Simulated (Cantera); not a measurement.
An isothermal, constant-pressure homogeneous reactor starts with 11.6 % C₂H₆, 83.2 % N₂, 5.20 % H₂O, at 1925 K and 0.220 bar.

Detailed kinetics in Cantera: GRI-Mech 3.0 (53 species, 325 reactions). GRI-Mech 3.0 stops at C3 and has no aromatics, soot or wall deposition, so with more carbon than oxygen in the feed, carbon stays in small species such as C2H2 where larger ones or solid carbon would form.

One state of this run: x C₂H₆ = 3.77e-9; x C₂H = 4.17e-6; x C₂H₄ = 3.81e-5; x HCN = 0.000156; x CH₃ = 2.55e-5; x H = 0.00100. x: mole fraction; the columns are a selection and need not sum to one.

Problem. Which value of t (s) does it belong to?
A) 0.000759
B) 8.00e-5
C) 0.649
D) 2.00

Solution. C, 0.649
